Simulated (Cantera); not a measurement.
Charge: 1 mol V2O5, a varied amount of H2, 3 mol H2O, held at 13300 Pa.

Cantera equilibrium calculation (NASA polynomials, part measured and part estimated; ideal gas, pure solids and liquids). Candidate condensed phases: H2O, V, VO, V2O3, V2O4, V2O5; 12 gas species. Mutual solubility and eutectic melting of coexisting phases are not modelled. Condensed phases not in the tables: the oxides between V2O3 and V2O5 other than VO2. Gases not in the tables: V4O10. The numbers say what is thermodynamically allowed, not how fast it happens.

### Question
What condenses at these points (T in K, n(H2) in mol): (1800, 0.93); (1900, 0.59); (1300, 0.37); (1600, 1.5); (1700, 0.93); (1900, 0.37); (1800, 22)?

### Answer
| T (K) | n(H2) in mol | condensed phases | V condensed (%) |
|---|---|---|---|
| 1800 | 0.93 | V2O4 | 99.9 |
| 1900 | 0.59 | V2O4 | 99.8 |
| 1300 | 0.37 | V2O4 + V2O5 | 100.0 |
| 1600 | 1.5 | V2O3 + V2O4 | 100.0 |
| 1700 | 0.93 | V2O4 | 100.0 |
| 1900 | 0.37 | V2O4 | 99.8 |
| 1800 | 22 | V2O3 | 100.0 |
